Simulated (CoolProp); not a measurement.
n-pentane at 293.15 K and 0.717 MPa is throttled through a valve to 0.188 MPa with no heat exchange. Each further row changes one setting.

Computed with CoolProp (reference Helmholtz-energy equation of state, Thol 2019).

| case | temperature change (K) | final phase | final density (kg/m³) |
|---|---|---|---|
| as stated | +0.2 | liquid | 626 |
| outlet pressure 0.0564 MPa | -0.1 | two-phase, vapour fraction 0.002 | 362 |
| outlet pressure 0.244 MPa | +0.2 | liquid | 626 |
